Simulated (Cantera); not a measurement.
A perfectly stirred reactor is fed with H₂ : O₂ : N₂ = 1 : 0.862 : 3.24 (molar parts), equivalence ratio 0.58, at 9.87 atm; it is adiabatic with a 325 K inlet, and is followed from long to short residence time, starting on the burning branch (τ in s: 0.033, 0.016, 0.0081, 0.004, 0.002, 0.00098, 0.00048, 0.00024, 0.00012, 5.9e-05, 2.9e-05, 1.4e-05, 7.1e-06).

Model: GRI-Mech 3.0 (53 species, 325 reactions), integrated in Cantera. The hydrogen kinetics of GRI-Mech 3.0 are dated; newer H2 mechanisms differ, most at raised pressure.

x: mole fraction; the columns are a selection and need not sum to one.

```
τ (s)    T (K)      x H₂    x O₂   x H₂O₂     x HO₂      x OH
-------  -----  --------  ------  -------  --------  --------
0.033     1828   5.98e-5  0.0785  2.68e-7   2.57e-6  0.000660
0.016     1827   9.44e-5  0.0785  3.28e-7   3.40e-6  0.000752
0.0081    1826  0.000148  0.0785  4.15e-7   4.77e-6  0.000874
0.0040    1825  0.000238  0.0784  5.46e-7   7.17e-6   0.00104
0.0020    1823  0.000380  0.0784  7.26e-7   1.11e-5   0.00126
0.00098   1820  0.000615  0.0784  9.75e-7   1.75e-5   0.00153
0.00048   1815  0.000994  0.0785  1.31e-6   2.79e-5   0.00187
0.00024   1808   0.00158  0.0786  1.72e-6   4.36e-5   0.00227
0.00012   1798       ___  0.0788      ___       ___       ___
5.9e-5    1781   0.00404  0.0792  2.91e-6  0.000103   0.00325
2.9e-5    1756   0.00653  0.0800  3.79e-6  0.000155   0.00379
1.4e-5    1714       ___  0.0817      ___       ___   0.00425
7.1e-6    1648    0.0188  0.0852  7.37e-6  0.000329   0.00429
```

Problem. Some entries are withheld; supply them.

Solution. 
- 0.00012, x H₂: 0.00252
- 0.00012, x H₂O₂: 2.24e-6
- 0.00012, x HO₂: 6.73e-5
- 0.00012, x OH: 0.00273
- 1.4e-5, x H₂: 0.0109
- 1.4e-5, x H₂O₂: 5.10e-6
- 1.4e-5, x HO₂: 0.000228
